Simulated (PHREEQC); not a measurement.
# Phosphoric acid bath

Solution (25 °C): 18 mmol/kgw H3PO4 and 54 mmol/kgw HCl. Closed to the air; pH follows from the charge balance.

The numbers come from PHREEQC with the ion-association model, phreeqc.dat.

This is a speciation only: nothing precipitates in the calculation.

Question: What pH does the model give?

Answer: pH 1.32.

Question: In which forms is P present?

Answer: H3PO4 85 %, H2PO4- 15 % of the P.
